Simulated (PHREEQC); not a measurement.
Solution (25 °C): 0.0049 mol KCl, 0.27 mol HF and 1.9e-05 mol CO2 per kg of water. Closed to the air; pH follows from the charge balance.

All values are PHREEQC results (ion-association model, wateq4f.dat), not measurements.

The pH is 1.91. The ionic strength comes out as 0.0188 mol/kgw and the total alkalinity is -270 meq/kg.

```
species  molality  activity   log γ
-------  --------  --------  ------
HF          0.143     0.144   0.002
H2F2       0.0539    0.0541   0.002
H+         0.0139    0.0124  -0.050
F-        0.00893   0.00777  -0.060
HF2-      0.00494   0.00430  -0.060
Cl-       0.00490   0.00427  -0.060
K+        0.00490   0.00427  -0.060
CO2       1.90e-5   1.91e-5   0.002
```

This is a speciation only: nothing precipitates in the calculation. wateq4f.dat counts part of the HF as a dimer, H2F2, which phreeqc.dat doesn't know; its constant is uncertain.
